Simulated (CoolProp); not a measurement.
Saturated liquid density (kg/m³) of 1,2-dichloroethane: the reference equation beside estimates from Tc = 288.4 °C, pc = 5.226 MPa, ω = 0.269. Rackett uses Z = 0.29056 − 0.08775 ω.

Computed with CoolProp (reference Helmholtz-energy equation of state, Thol 2015).

```json
[
 {"T (°C)": "45.05", "reference": "1216", "Rackett": "1174", "van der Waals": "697.9", "Redlich-Kwong": "1031"},
 {"T (°C)": "54.15", "reference": "1202", "Rackett": "1160", "van der Waals": "690.6", "Redlich-Kwong": "1019"},
 {"T (°C)": "63.25", "reference": "1189", "Rackett": "1147", "van der Waals": "683.2", "Redlich-Kwong": "[?]"},
 {"T (°C)": "72.35", "reference": "1174", "Rackett": "1134", "van der Waals": "[?]", "Redlich-Kwong": "992.7"},
 {"T (°C)": "81.45", "reference": "1160", "Rackett": "1120", "van der Waals": "667.8", "Redlich-Kwong": "979.1"},
 {"T (°C)": "90.55", "reference": "1145", "Rackett": "1106", "van der Waals": "659.7", "Redlich-Kwong": "965.1"},
 {"T (°C)": "99.65", "reference": "1130", "Rackett": "1091", "van der Waals": "651.5", "Redlich-Kwong": "950.6"},
 {"T (°C)": "108.75", "reference": "1115", "Rackett": "[?]", "van der Waals": "643.0", "Redlich-Kwong": "935.7"},
 {"T (°C)": "117.85", "reference": "1100", "Rackett": "1061", "van der Waals": "634.3", "Redlich-Kwong": "920.2"},
 {"T (°C)": "126.95", "reference": "1083", "Rackett": "1046", "van der Waals": "625.3", "Redlich-Kwong": "904.2"},
 {"T (°C)": "136.05", "reference": "1067", "Rackett": "1030", "van der Waals": "616.0", "Redlich-Kwong": "[?]"},
 {"T (°C)": "145.15", "reference": "1050", "Rackett": "1014", "van der Waals": "606.4", "Redlich-Kwong": "870.5"},
 {"T (°C)": "154.25", "reference": "1032", "Rackett": "997.4", "van der Waals": "596.4", "Redlich-Kwong": "852.6"}
]
```

### Question
What belongs in the gaps?

### Answer

- 63.25, Redlich-Kwong: 1006
- 72.35, van der Waals: 675.6
- 108.75, Rackett: 1077
- 136.05, Redlich-Kwong: 887.6

Absolute difference from the reference over all 13 rows, mean and median: Rackett 3.4 and 3.4 %, van der Waals 42.4 and 42.3 %, Redlich-Kwong 16.1 and 15.9 %.
